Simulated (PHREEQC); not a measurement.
Make-up at 15 °C: 0.0012 mol NaHSO4, 4e-05 mol NaOH and 0.013 mol NaCl per kg of water. Closed to the air; pH follows from the charge balance.

The numbers come from PHREEQC with the ion-association model, wateq4f.dat.

```csv
quantity,before,after
pH,3.00,9.90
ionic strength (mol/kgw),0.0164,0.0130
SI of Halite (NaCl),-5.40,-5.43
```

Problem. Name the change that produced these shifts.
(A) temperature from 15 to 75 °C
(B) NaHSO4 left out
(C) NaOH from 4e-05 to 0.0002 mol/kgw
(D) NaHSO4 from 0.0012 to 0.006 mol/kgw
(E) NaHSO4 replaced by NaBF4 at the same molality

Solution. B, NaHSO4 left out

This is a speciation only: nothing precipitates in the calculation.
